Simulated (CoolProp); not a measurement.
Nitrogen along the isotherm -39.85 °C: fugacity coefficient from the reference equation and from simpler models built on Tc = -147.0 °C, pc = 3.396 MPa, ω = 0.037; each cubic takes its own stable root.

Model: reference Helmholtz-energy equation of state, Span 2000, in CoolProp.

```
p (MPa)          phase   reference  Soave-Redlich-Kwong  Peng-Robinson
-------  -------------  ----------  -------------------  -------------
0.849              gas      0.9906               0.9916         0.9870
1.7                gas      0.9816               0.9835         0.9745
2.55               gas      0.9728               0.9758     (withheld)
3.4      supercritical      0.9644               0.9686         0.9514
4.24     supercritical  (withheld)               0.9618     (withheld)
5.09     supercritical      0.9488               0.9553     (withheld)
5.94     supercritical      0.9415               0.9492         0.9213
6.79     supercritical      0.9345               0.9435     (withheld)
7.64     supercritical      0.9280               0.9383         0.9040
8.49     supercritical      0.9218               0.9334         0.8962
```

Task: Complete the blanks.

Result: 
- 2.55, Peng-Robinson: 0.9627
- 4.24, reference: 0.9565
- 4.24, Peng-Robinson: 0.9409
- 5.09, Peng-Robinson: 0.9308
- 6.79, Peng-Robinson: 0.9124
